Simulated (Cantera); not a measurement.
Hydrocarbon pyrolysis for carbon deposition

An isothermal, constant-pressure homogeneous reactor starts with 23.8 % C₂H₄, 76.2 % H₂, at 1023 K and 0.132 atm.

Model: GRI-Mech 3.0 (53 species, 325 reactions), integrated in Cantera. GRI-Mech 3.0 was tuned for natural gas; its chemistry of ethylene as a main component is partial and can be far from experiment. GRI-Mech 3.0 stops at C3 and has no aromatics, soot or wall deposition, so with more carbon than oxygen in the feed, carbon stays in small species such as C2H2 where larger ones or solid carbon would form.

```
t (s)     x C₂H₄   x H₂    x C₂H₆       x H   x C₂H     x CH₄    x C₂H₂
--------  ------  -----  --------  --------  ------  --------  --------
1.00e-6    0.238  0.762    <1e-12    <1e-12  <1e-12    <1e-12  4.91e-12
5.37e-6    0.238  0.762    <1e-12    <1e-12  <1e-12    <1e-12  2.64e-11
2.89e-5    0.238  0.762    <1e-12    <1e-12  <1e-12    <1e-12  1.42e-10
0.000155   0.238  0.762    <1e-12    <1e-12  <1e-12    <1e-12  7.60e-10
0.000833   0.238  0.762  1.98e-11    <1e-12  <1e-12    <1e-12   4.09e-9
0.00447    0.238  0.762  5.79e-10  5.05e-12  <1e-12    <1e-12   2.20e-8
0.0240     0.238  0.762   1.67e-8  2.69e-11  <1e-12    <1e-12   1.18e-7
0.129      0.238  0.762   4.89e-7  1.49e-10  <1e-12  7.77e-11   6.49e-7
0.693      0.238  0.762   2.19e-5   1.77e-9  <1e-12   1.81e-8   4.10e-6
3.72       0.225  0.758    0.0153   2.86e-7  <1e-12  0.000955  0.000617
20.0       0.194  0.735    0.0338   3.23e-7  <1e-12    0.0327   0.00493
```
x: mole fraction; the columns are a selection and need not sum to one.

Equilibrium at this temperature and pressure: C₂H₄ 0.00235, H₂ 0.379, C₂H₆ 0.000216, H 7.03e-9, C₂H <1e-12, CH₄ 0.618, C₂H₂ 0.000150 (gas phase only).
